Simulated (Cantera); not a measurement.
Equilibrium for sublimation and decomposition of ceramics: MgO + C + H2

Charge: 1 mol MgO, 0.074 mol C, 1.2 mol H2, held at 293 Torr.

Equilibrium computed with Cantera from the NASA thermochemical tables; the gas is ideal and each condensed phase is pure. Candidate condensed phases: C, C6H6, C7H8, C8H18, H2O, Mg, MgCO3, MgO, Mg(OH)2; 139 gas species. Ions and electrons are included (thermal ionisation). The tables' values for MgH are old estimates; treat these amounts as uncertain. The numbers say what is thermodynamically allowed, not how fast it happens.

At 3000 K the condensed part is MgO(s). From 3500 K to 5000 K nothing is condensed. The main Mg-bearing gas is Mg throughout.

| T (K) | x H | x Mg | x H2O | x O | x H2 | x OH | x CO | x MgO | x MgOH | x O2 | n MgO(s) |
|---|---|---|---|---|---|---|---|---|---|---|---|
| 3000 | 0.104 | 0.344 | 0.228 | 0.0174 | 0.170 | 0.0464 | 0.0255 | 0.0234 | 0.0233 | 0.00922 | 0.0286 |
| 3500 | 0.321 | 0.279 | 0.0508 | 0.105 | 0.115 | 0.0650 | 0.0212 | 0.0176 | 0.00367 | 0.0178 | 0 |
| 4000 | 0.485 | 0.238 | 0.00307 | 0.182 | 0.0361 | 0.0241 | 0.0180 | 0.00633 | 0.000264 | 0.00581 | 0 |
| 4500 | 0.530 | 0.227 | 0.000158 | 0.203 | 0.00916 | 0.00641 | 0.0171 | 0.00225 | 2.12e-5 | 0.00130 | 0 |
| 5000 | 0.538 | 0.221 | 1.23e-5 | 0.207 | 0.00273 | 0.00196 | 0.0168 | 0.000924 | 2.51e-6 | 0.000341 | 0 |
x: gas mole fraction; n: condensed amount in mol.
